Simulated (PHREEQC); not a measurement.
Make-up at 17 °C: 0.033 mol CdCl2, 0.039 mol H3BO3 and 4.9e-05 mol H2SO4 per kg of water. Closed to the air; pH follows from the charge balance.

All values are PHREEQC results (ion-association model, wateq4f.dat), not measurements.

```
quantity                   before    after
------------------------  -------  -------
pH                           4.08     5.29
ionic strength (mol/kgw)   0.0533   0.0532
Cl- (mol/kgw)              0.0420   0.0420
CdCl+ (mol/kgw)            0.0195   0.0195
Cd+2 (mol/kgw)             0.0112   0.0112
CdCl2 (mol/kgw)           0.00218  0.00218
SI of CdOHCl (CdOHCl)       -3.36    -2.14
```

**Question.** Which change was made?
A. CdCl2 from 0.033 to 0.066 mol/kgw
B. CdCl2 from 0.033 to 0.0066 mol/kgw
C. temperature from 17 to 30 °C
D. H2SO4 left out
E. CdCl2 from 0.033 to 0.0033 mol/kgw

**Answer.** D, H2SO4 left out

Precipitation was switched off in this run.
